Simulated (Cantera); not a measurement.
An adiabatic, constant-volume homogeneous reactor starts with CO : H₂ : CH₄ : O₂ : N₂ : CO₂ = 1 : 0.058 : 0.069 : 1.09 : 4.11 : 1.4 (molar parts), equivalence ratio 0.61, at 1125 K and 1.01 bar. Integrator tolerance rtol = 1e-08.

Cantera simulation using GRI-Mech 3.0 (53 species, 325 reactions); the numbers are that mechanism's predictions, not measurements.

```tsv
quantity	before	after
time of steepest temperature rise	0.734 ms	0.858 ms
temperature at 0.200 s	2334 K	2232 K
equilibrium temperature	2334 K	2229 K
x(CO) at 0.200 s	0.0137 (gas-phase equilibrium 0.0137)	0.00684 (gas-phase equilibrium 0.00677)
x(H₂) at 0.200 s	0.000187 (gas-phase equilibrium 0.000187)	9.93e-5 (gas-phase equilibrium 9.85e-5)
x(CH₄) at 0.200 s	<1e-12 (gas-phase equilibrium <1e-12)	<1e-12 (gas-phase equilibrium <1e-12)
x(CH₂CO) at 0.200 s	<1e-12 (gas-phase equilibrium <1e-12)	<1e-12 (gas-phase equilibrium <1e-12)
x(NO) at 0.200 s	0.00758 (gas-phase equilibrium 0.00764)	0.00458 (gas-phase equilibrium 0.00586)
x(H₂O) at 0.200 s	0.0255 (gas-phase equilibrium 0.0255)	0.0218 (gas-phase equilibrium 0.0218)
```

Which change was made?
A. constant pressure in place of constant volume
B. CH4 0.069 to 0.2 parts
C. CH4 0.069 to 0.14 parts
D. N2 4.11 to 5.5 parts

D, N2 4.11 to 5.5 parts
